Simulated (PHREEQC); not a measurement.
0.016 g of hydrous ferric oxide (600 m²/g; 0.2 weak and 0.005 strong sites per Fe, Dzombak-Morel constants, diffuse double layer) in 1 kg of water with 0.3 mol/kgw of an inert sodium salt and 6.3e-06 mol/kgw Ag2SO4 and 5.5e-07 mol/kgw CuCl2, at 25 °C; the pH is set by adding NaOH or the inert anion's acid. O2 is buffered at 0.21 atm. No CO2 enters from the air. Nothing may precipitate in this run.

Base run: PHREEQC, ion-association model, wateq4f.dat. Each further column changes one thing. The table gives Cu sorbed (%).

```tsv
pH	base	no electrostatic term (-no_edl)	background salt from 0.3 to 0.03 mol/kgw	oxide from 0.016 to 0.08 g/kgw
3	0.0	0.0	0.0	0.0
3.5	0.0	0.0	0.0	0.1
4	0.1	0.1	…	0.6
4.5	1.1	1.2	1.6	5.1
5	8.2	10.6	10.9	30.9
5.5	37.7	49.6	…	76.9
6	77.9	88.6	80.1	95.8
6.5	95.1	98.4	…	99.3
7	98.6	…	98.5	99.8
7.5	98.9	99.5	98.5	99.8
8	98.3	98.6	98.0	99.7
8.5	97.3	94.8	97.4	99.5
9	95.7	78.0	96.7	…
```

Question: Fill in the missing entries.

Answer: 
- 4, background salt from 0.3 to 0.03 mol/kgw: 0.2
- 5.5, background salt from 0.3 to 0.03 mol/kgw: 42.9
- 6.5, background salt from 0.3 to 0.03 mol/kgw: 95.4
- 7, no electrostatic term (-no_edl): 99.6
- 9, oxide from 0.016 to 0.08 g/kgw: 99.2

The database's constant for dissolved Cu(OH)2 is higher than later reviews accept. The oxide is taken as insoluble; below pH 4 it would dissolve.
